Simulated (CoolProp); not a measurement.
Benzene along the isobar 981 kPa: Z from the reference equation and from simpler models built on Tc = 288.9 °C, pc = 4906 kPa, ω = 0.211; each cubic takes its own stable root.

Values from CoolProp's reference Helmholtz-energy equation of state, Thol 2012.

| T (°C) | phase | reference | Redlich-Kwong | Soave-Redlich-Kwong | Peng-Robinson |
|---|---|---|---|---|---|
| 42.65 | liquid | 0.03412 | 0.03803 | 0.03729 | 0.03308 |
| 48.75 | liquid | … | 0.03760 | 0.03684 | 0.03267 |
| 54.95 | liquid | 0.03335 | 0.03719 | 0.03641 | 0.03228 |
| 61.15 | liquid | … | 0.03681 | 0.03600 | 0.03191 |
| 67.35 | liquid | 0.03266 | 0.03646 | … | 0.03156 |
| 73.45 | liquid | 0.03235 | 0.03613 | 0.03527 | … |
| 79.65 | liquid | 0.03205 | 0.03583 | 0.03494 | … |
| 85.85 | liquid | … | 0.03555 | 0.03463 | 0.03065 |
| 92.05 | liquid | 0.03151 | 0.03529 | 0.03435 | … |
| 98.15 | liquid | 0.03126 | 0.03506 | 0.03409 | 0.03015 |

Q: Some entries are withheld; supply them.

A: 
- 48.75, reference: 0.03373
- 61.15, reference: 0.03300
- 67.35, Soave-Redlich-Kwong: 0.03562
- 73.45, Peng-Robinson: 0.03124
- 79.65, Peng-Robinson: 0.03093
- 85.85, reference: 0.03177
- 92.05, Peng-Robinson: 0.03039
